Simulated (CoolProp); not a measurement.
Model: reference Helmholtz-energy equation of state, Bücker 2006, in CoolProp.

For ethane, give the phase and the density (kg/m³), cv (kJ/(kg K)), isothermal compressibility (1/MPa), expansivity (1/kK) at 8.95 °C and 20.6 MPa; 21.95 °C and 20.6 MPa; 41.55 °C and 20.6 MPa.


- 8.95 °C and 20.6 MPa: liquid; density 447, cv 1.62, isothermal compressibility 0.00487, expansivity 2.96
- 21.95 °C and 20.6 MPa: liquid; density 430, cv 1.66, isothermal compressibility 0.00602, expansivity 3.22
- 41.55 °C and 20.6 MPa: supercritical; density 402, cv 1.73, isothermal compressibility 0.00842, expansivity 3.68
